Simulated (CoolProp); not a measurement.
Saturation properties of carbon monoxide.

Values from CoolProp's reference Helmholtz-energy equation of state, Lemmon 2006. It is a short technical equation, of lower accuracy than the large ones.

```
T (°C)   p (MPa)  enthalpy of vaporisation (kJ/kg)  surface tension (mN/m)
-------  -------  --------------------------------  ----------------------
-181.85   0.2684                             200.1                    7.49
-179.55   0.3279                             196.2                     ___
-177.15      ___                             191.9                    6.52
-174.75   0.4827                               ___                    6.04
-172.45   0.5731                             182.8                    5.58
-170.05      ___                             177.7                    5.10
-167.65   0.8004                             172.3                    4.63
-165.35      ___                             166.8                     ___
-162.95    1.080                             160.6                    3.73
-160.55      ___                             153.8                     ___
-158.25    1.423                             146.9                    2.86
-155.85    1.625                             138.9                    2.42
-153.45    1.847                             130.1                    2.00
-151.15    2.080                             120.6                    1.60
```

Q: Complete the blanks.

A: 
- -179.55, surface tension (mN/m): 7.01
- -177.15, p (MPa): 0.3998
- -174.75, enthalpy of vaporisation (kJ/kg): 187.4
- -170.05, p (MPa): 0.6799
- -165.35, p (MPa): 0.9296
- -165.35, surface tension (mN/m): 4.19
- -160.55, p (MPa): 1.246
- -160.55, surface tension (mN/m): 3.28

It boils at -191.5 °C under 1 atm.

Surface tension comes from a separate correlation (Mulero 2012).
